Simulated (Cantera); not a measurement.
# Premixed flame

A freely propagating, adiabatic, planar premixed flame of 45.7 % H2, 11.4 % O2, 42.9 % N2, equivalence ratio 2.0, unburnt at 323 K and 0.454 atm; multicomponent+Soret transport, grid criteria slope 0.08 and curve 0.16, no radiation.

Model: the H2/O2 subset of GRI-Mech 3.0, which has no nitrogen chemistry, integrated in Cantera. Burning velocities carry a grid error of a few per cent, more on coarse grids.

```csv
z (mm),T (K),u (m/s),x H2,x O2,x H,x O,x H2O2,x HO2
-2.78,323,2.97,0.457,0.114,<1e-8,<1e-8,<1e-8,<1e-8
-1.86,323,2.97,0.457,0.114,<1e-8,<1e-8,<1e-8,<1e-8
-1.39,323,2.97,0.457,0.114,<1e-8,<1e-8,<1e-8,<1e-8
-0.928,323,2.97,0.456,0.114,<1e-8,<1e-8,<1e-8,1.77e-8
-0.464,341,3.05,0.439,0.118,9.55e-6,1.69e-6,9.62e-6,0.000102
-0.232,630,5.43,0.399,0.112,0.00555,0.000157,6.08e-5,0.000147
0,1042,8.86,0.323,0.0785,0.0378,0.00196,2.23e-6,4.69e-5
0.232,1317,11.2,0.236,0.0261,0.0753,0.00315,5.92e-7,1.40e-5
0.464,1442,12.2,0.206,0.00512,0.0850,0.00166,3.53e-7,2.62e-6
0.928,1551,13.1,0.207,0.000647,0.0768,0.000977,2.57e-7,3.14e-7
1.86,1660,13.9,0.217,0.000393,0.0624,0.000768,1.76e-7,1.83e-7
3.71,1772,14.7,0.226,0.000251,0.0469,0.000515,9.89e-8,1.17e-7
7.42,1869,15.4,0.235,0.000138,0.0332,0.000292,5.04e-8,6.81e-8
```
x: mole fraction of selected species; z is measured from the peak of heat release.

```yaml
laminar_burning_velocity: 297 cm/s
thermal_thickness: 0.928 mm
peak x(H): 0.0850
peak x(O): 0.00332
peak x(H2O2): 7.37e-5
peak x(HO2): 0.000288
```
